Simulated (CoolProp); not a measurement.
The numbers come from the reference Helmholtz-energy equation of state, Akasaka 2022 in CoolProp.

Task: Give the vapour pressure (MPa), enthalpy of vaporisation (kJ/kg), liquid cp (kJ/(kg K)), vapour Z of saturated R1233zd(E) at 75.55, 132.25, 143.55 °C.

Result: 
| T (°C) | p (MPa) | enthalpy of vaporisation (kJ/kg) | liquid cp (kJ/(kg K)) | vapour Z |
|---|---|---|---|---|
| 75.55 | 0.590 | 162 | 1.31 | 0.855 |
| 132.25 | 1.99 | 109 | 1.67 | 0.643 |
| 143.55 | 2.45 | 91.9 | 1.90 | 0.576 |
